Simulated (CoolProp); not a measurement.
Vapour-liquid equilibrium of R125 (1) + R245fa (2) at 279.1 K; x and y are mole fractions of (1).

The numbers come from the multi-fluid Helmholtz-energy mixture model, Lemmon 2005 and Akasaka 2015; pair parameters Bell 2016 in CoolProp.

| x | bubble pressure, mixture model (MPa) | bubble pressure, Raoult's law (MPa) | y, mixture model | y, Raoult's law |
|---|---|---|---|---|
| 0.05 | 0.1095 | 0.1062 | 0.386 | 0.379 |
| 0.2 | 0.2225 | 0.2166 | ? | 0.744 |
| 0.35 | ? | 0.3271 | 0.842 | 0.862 |
| 0.5 | ? | 0.4376 | 0.900 | 0.921 |
| 0.65 | ? | 0.5480 | ? | 0.956 |
| 0.8 | 0.6458 | 0.6585 | ? | 0.979 |
| 0.95 | ? | 0.7689 | ? | 0.995 |

### Question
Fill in the missing entries.

### Answer

- 0.2, y, mixture model: 0.731
- 0.35, bubble pressure, mixture model (MPa): 0.3287
- 0.5, bubble pressure, mixture model (MPa): 0.4323
- 0.65, bubble pressure, mixture model (MPa): 0.5368
- 0.65, y, mixture model: 0.938
- 0.8, y, mixture model: 0.968
- 0.95, bubble pressure, mixture model (MPa): 0.7635
- 0.95, y, mixture model: 0.992

The largest gap from Raoult's law is +3.1 % in bubble pressure, at x = 0.05. No azeotrope shows between x = 0.05 and 0.95.

Pair parameters are fitted to limited data, so mixtures are less certain than the pure fluids. The gap from Raoult's law changes sign with composition, which may be real or a fault of the pair parameters; it wasn't checked against measurements.
